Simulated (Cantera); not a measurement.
A closed system holds: 1 mol C2H5OH, 0.064 mol CO2, 34 mol N2, 0.49 mol H2, at 1.00 Torr.

Equilibrium computed with Cantera from the NASA thermochemical tables; the gas is ideal and each condensed phase is pure. Candidate condensed phases: C, C6H6, C7H8, C8H18, H2O; 136 gas species. Equilibrium is a limit: real reactors are often held back by kinetics, nucleation or transport.

x: gas mole fraction; n: condensed amount in mol.

| T (K) | x N2 | x H2 | x CO | x CO2 | x H2O | x CH4 | n C(graphite) |
|---|---|---|---|---|---|---|---|
| 675 | 0.887 | 0.0886 | 0.0175 | 0.00493 | 0.00209 | 0.000153 | 1.20 |
| 725 | 0.882 | 0.0898 | 0.0260 | 0.00131 | 0.000600 | 5.52e-5 | 1.01 |
| 775 | 0.881 | 0.0902 | 0.0286 | [?] | [?] | [?] | 0.951 |
| 825 | 0.881 | 0.0903 | 0.0291 | [?] | [?] | [?] | 0.939 |
| 875 | 0.880 | 0.0904 | 0.0292 | 1.22e-5 | 1.43e-5 | 4.75e-6 | 0.937 |
| 925 | 0.880 | 0.0904 | 0.0292 | 3.42e-6 | 5.23e-6 | 2.47e-6 | 0.936 |
| 975 | 0.880 | 0.0904 | 0.0292 | 1.09e-6 | 2.11e-6 | 1.37e-6 | 0.936 |
| 1025 | 0.880 | 0.0904 | 0.0292 | 3.91e-7 | 9.34e-7 | 8.00e-7 | 0.936 |

**Question.** Some entries are withheld; supply them.

**Answer.** 
- 825, x CO2: 5.07e-5
- 825, x H2O: 4.42e-5
- 825, x CH4: 9.84e-6
- 775, x CO2: 0.000248
- 775, x H2O: 0.000155
- 775, x CH4: 2.22e-5
